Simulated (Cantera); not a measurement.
# C₂H₆ + H₂O (carbon deposition, reforming and gasification)

A closed system holds: 1 mol C₂H₆, 0.15 mol H₂O.

These are equilibrium values from Cantera (NASA tables, ideal gas, pure condensed phases), not measurements of a reactor. Candidate condensed phases: C, C₆H₆, C₇H₈, C₈H₁₈, H₂O; 110 gas species. The ideal-gas law is rough above about 30 bar. Rates play no part.

Stable condensed phases:

```
T in K \ P in Pa
               10       46      220     1000     4600    22000   100000   460000  2200000 10000000
   2998         A        A        A        B        B        B        B        B        B        B
   2898         A        A        B        B        B        B        B        B        B        B
   2798         A        B        B        B        B        B        B        B        B        B
   2698         A        B        B        B        B        B        B        B        B        B
   2598         B        B        B        B        B        B        B        B        B        B
   2498         B        B        B        B        B        B        B        B        B        B
   2398         B        B        B        B        B        B        B        B        B        B
   2298         B        B        B        B        B        B        B        B        B        B
   2198         B        B        B        B        B        B        B        B        B        B
   2098         B        B        B        B        B        B        B        B        B        B
```

A: gas only; B: C.
